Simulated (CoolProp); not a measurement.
Properties of R1234ze(E) along the isotherm 146.85 °C.

Values from CoolProp's reference Helmholtz-energy equation of state, Thol 2016.

| p (MPa) | phase | Z | conductivity (mW/(m K)) |
|---|---|---|---|
| 0.363 | gas | 0.9742 | 24.0 |
| 0.727 | gas | 0.9479 | 24.2 |
| 1.09 | gas | 0.9210 | 24.4 |
| 1.45 | gas | 0.8936 | 24.7 |
| 1.82 | gas | 0.8647 | 25.1 |
| 2.18 | gas | 0.8356 | 25.6 |
| 2.54 | gas | 0.8054 | 26.2 |
| 2.91 | gas | 0.7732 | 27.0 |
| 3.27 | gas | 0.7404 | 27.9 |
| 3.63 | gas | 0.7061 | 29.0 |
| 4 | supercritical | 0.6691 | 30.4 |
| 4.36 | supercritical | 0.6312 | 32.1 |
| 4.73 | supercritical | 0.5907 | 34.2 |
| 5.09 | supercritical | 0.5504 | 36.6 |
| 5.45 | supercritical | 0.5107 | 39.3 |

Thermal conductivity comes from a separate model (Perkins 2011).
